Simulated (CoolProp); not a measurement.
n-perfluorohexane at several states: fugacity coefficient from the reference equation and from simpler models built on Tc = 448.0 K, pc = 17.42 bar, ω = 0.497; each cubic takes its own stable root.

Values from CoolProp's reference Helmholtz-energy equation of state, Gao 2022.

| T (K) | p (bar) | phase | reference |
|---|---|---|---|
| 199 | 35.2 | liquid | 8.056e-6 |
| 426.1 | 0.15 | gas | 0.9964 |
| 360.5 | 4.24 | liquid | 0.5416 |
| 410.3 | 1.81 | gas | 0.9506 |
| 351.2 | 1.21 | gas | 0.9434 |

How far does each simpler model (Redlich-Kwong, Soave-Redlich-Kwong, Peng-Robinson) lie from the reference over these 5 states: mean and median of the absolute difference, and the worst?


- Redlich-Kwong: mean 708.6 %, median 1.0 %, worst +3484.9 % at 199 K and 35.2 bar
- Soave-Redlich-Kwong: mean 4.5 %, median 0.2 %, worst +20.6 % at 199 K and 35.2 bar
- Peng-Robinson: mean 8.6 %, median 0.1 %, worst +42.6 % at 199 K and 35.2 bar

At some of these states Redlich-Kwong gives the other phase, because its saturation line lies elsewhere.
